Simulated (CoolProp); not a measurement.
Saturation properties of n-octane.

Values from CoolProp's reference Helmholtz-energy equation of state, Beckmüller 2019.

```
T (°C)  p (kPa)  liquid cp (kJ/(kg K))  liquid viscosity (µPa s)  vapour viscosity (µPa s)
------  -------  ---------------------  ------------------------  ------------------------
-2.25    0.3336                  2.135                       739                      5.22
21.45     1.529                  2.215                       534                      5.66
45.05     5.319                  2.303                       407                      6.09
68.65     15.04                  2.397                       323                      6.52
92.25     36.17                  2.497                       262                      6.94
115.85    76.57                  2.602                       216                      7.35
139.55    146.8                  2.713                       180                      7.78
163.15    258.6                  2.831                       151                      8.24
186.75    426.5                  2.960                       127                      8.77
210.35    666.8                  3.109                       106                      9.44
233.95    998.0                  3.301                      86.7                      10.4
257.65     1445                  3.617                      69.1                      11.9
```

It boils at 125.6 °C under 1 atm.

Viscosity comes from a separate model (Huber 2004).
